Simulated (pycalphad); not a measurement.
**Freezing of Sn-Si alloys with rising Si**

CALPHAD calculation (pycalphad, COST 507 light-alloy database (1999)), 1 atm. The data set is of 1999 and partly superseded. Phase fractions are per mole of atoms.

Scheil-Gulliver runs (no diffusion in the solid, steps of 4 K) beside full equilibrium.

```tsv
alloy	liquidus (K)	Scheil, half solid (K)	Scheil, 80 % solid (K)	Scheil, invariant end (K)	liquid left at that end	equilibrium solidus (K)
Sn-14.7Si (at.%)	1488	at the invariant end	at the invariant end	505	0.85	505
Sn-29.4Si (at.%)	1563	at the invariant end	at the invariant end	505	0.71	505
Sn-44.1Si (at.%)	1603	at the invariant end	at the invariant end	505	0.56	505
Sn-58.8Si (at.%)	1626	1509	at the invariant end	505	0.41	505
```
